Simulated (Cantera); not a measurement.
Charge: 1 mol SiH2Cl2, a varied amount of N2, at 1727 °C and 4.28 Torr.

These are equilibrium values from Cantera (NASA tables, ideal gas, pure condensed phases), not measurements of a reactor. Candidate condensed phases: NH4Cl, Si, Si3N4; 28 gas species. The tables' values for SiCl, SiCl3, SiN are old estimates; treat these amounts as uncertain. Gases not in the tables: Si2H6 and higher silanes. Equilibrium is a limit: real reactors are often held back by kinetics, nucleation or transport.

x: gas mole fraction; n: condensed amount in mol.

```json
[
 {"n(N2) (mol)": "2.9", "x N2": "0.582", "x H2": "0.149", "x SiCl2": "0.148", "x HCl": "0.0958", "x H": "0.00831", "x Si": "0.00764", "n Si(l)": "0.197"},
 {"n(N2) (mol)": "12", "x N2": "0.846", "x H2": "0.0514", "x SiCl2": "0.0513", "x HCl": "0.0332", "x H": "0.00488", "x Si": "0.00764", "n Si(l)": "0.115"},
 {"n(N2) (mol)": "21", "x N2": "0.902", "x H2": "0.0310", "x SiCl2": "0.0310", "x HCl": "0.0200", "x H": "0.00379", "x Si": "0.00764", "n Si(l)": "0.0360"},
 {"n(N2) (mol)": "31", "x N2": "0.930", "x H2": "0.0211", "x SiCl2": "0.0211", "x HCl": "0.0146", "x H": "0.00313", "x Si": "[?]", "n Si(l)": "0"},
 {"n(N2) (mol)": "40", "x N2": "0.944", "x H2": "0.0162", "x SiCl2": "0.0162", "x HCl": "0.0121", "x H": "0.00274", "x Si": "[?]", "n Si(l)": "0"},
 {"n(N2) (mol)": "49", "x N2": "0.953", "x H2": "0.0130", "x SiCl2": "0.0130", "x HCl": "0.0104", "x H": "0.00246", "x Si": "[?]", "n Si(l)": "0"},
 {"n(N2) (mol)": "59", "x N2": "0.961", "x H2": "0.0107", "x SiCl2": "0.0106", "x HCl": "0.00900", "x H": "0.00222", "x Si": "[?]", "n Si(l)": "0"},
 {"n(N2) (mol)": "68", "x N2": "0.965", "x H2": "0.00913", "x SiCl2": "0.00908", "x HCl": "0.00806", "x H": "0.00206", "x Si": "0.00407", "n Si(l)": "0"},
 {"n(N2) (mol)": "77", "x N2": "0.969", "x H2": "0.00796", "x SiCl2": "0.00791", "x HCl": "0.00732", "x H": "0.00192", "x Si": "[?]", "n Si(l)": "0"}
]
```

Q: What belongs in the gaps?

A: 
- 31, x Si: 0.00671
- 40, x Si: 0.00573
- 49, x Si: 0.00503
- 59, x Si: 0.00446
- 77, x Si: 0.00375
